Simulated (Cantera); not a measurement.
A perfectly stirred reactor is fed with CH3OH : O2 : N2 = 0.0052 : 0.019 : 1 (molar parts), equivalence ratio 0.41, at 19.0 bar; it is held at 1548 K, and followed from long to short residence time.

Model: GRI-Mech 3.0 (53 species, 325 reactions), integrated in Cantera. GRI-Mech 3.0 was tuned for natural gas; its chemistry of methanol as a main component is partial and can be far from experiment. The pressure lies above the range GRI-Mech 3.0 was tuned for (to about 10 atm).

What does this change do: temperature 1548 to 1023 K?


```tsv
quantity	before	after
x(CH3OH) at τ = 8.90 s	2.62e-8	3.02e-5
x(O2) at τ = 8.90 s	0.0109	0.0112
x(HCO) at τ = 8.90 s	5.87e-12	1.49e-11
x(OH) at τ = 8.90 s	1.01e-5	1.48e-8
x(NO) at τ = 8.90 s	3.48e-6	2.86e-12
x(CH3OH) at τ = 44.0 ms	1.65e-6	0.000636
x(O2) at τ = 44.0 ms	0.0109	0.0136
x(HCO) at τ = 44.0 ms	1.20e-9	2.20e-9
x(OH) at τ = 44.0 ms	3.02e-5	1.13e-7
x(NO) at τ = 44.0 ms	1.39e-6	<1e-12
```

What does this change do: N2 1 to 4.7 parts?


| quantity | before | after |
|---|---|---|
| x(CH3OH) at τ = 8.90 s | 2.62e-8 | 1.31e-8 |
| x(O2) at τ = 8.90 s | 0.0109 | 0.00237 |
| x(HCO) at τ = 8.90 s | 5.87e-12 | 1.56e-12 |
| x(OH) at τ = 8.90 s | 1.01e-5 | 4.18e-6 |
| x(NO) at τ = 8.90 s | 3.48e-6 | 2.48e-6 |
| x(CH3OH) at τ = 44.0 ms | 1.65e-6 | 6.57e-7 |
| x(O2) at τ = 44.0 ms | 0.0109 | 0.00238 |
| x(HCO) at τ = 44.0 ms | 1.20e-9 | 3.24e-10 |
| x(OH) at τ = 44.0 ms | 3.02e-5 | 1.44e-5 |
| x(NO) at τ = 44.0 ms | 1.39e-6 | 1.54e-6 |
